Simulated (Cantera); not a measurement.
# Halide evaporation, hydrolysis and transport: SrCl₂ + H₂O + H₂

Charge: 1 mol SrCl₂, 0.54 mol H₂O, 1.2 mol H₂, equilibrated at 1800 K and 38.0 Pa.

These are equilibrium values from Cantera (NASA tables, ideal gas, pure condensed phases), not measurements of a reactor. Candidate condensed phases: H₂O, Sr, SrCl₂, SrO, Sr(OH)₂; 20 gas species. Condensed phases not in the tables: oxide chlorides. Kinetics and transport are ignored.

```
Item                                        Value
-------------------------------------  ----------
x(H₂)                                       0.426
x(SrCl₂)                                    0.332
x(H₂O)                                      0.170
x(HCl)                                     0.0535
x(H)                                       0.0120
x(SrCl)                                   0.00420
x(Cl)                                     0.00115
x(OH)                                    0.000316
x(Sr)                                    0.000287
n(SrO(s))                              0.0685 mol
gas amount                              2.765 mol
log10 activity of SrCl₂(l) (absent)         -2.18
log10 activity of Sr(OH)₂(l) (absent)       -5.80
log10 activity of Sr(l) (absent)            -7.27
```
